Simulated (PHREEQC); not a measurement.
Make-up at 25 °C: 17 mmol/kgw HF and 2.7 mmol/kgw NaF. Closed to the air; pH follows from the charge balance.

All values are PHREEQC results (ion-association model, phreeqc.dat), not measurements.

No solid was allowed to form.

Task: Order these F species by the share of F that they hold, largest first: F-, HF2-, HF.

Result: HF (73 %), F- (24 %), HF2- (2.7 %)

The pH is 2.66 and the ionic strength 0.00503 mol/kgw. Complexes and solids missing from the database can't appear.
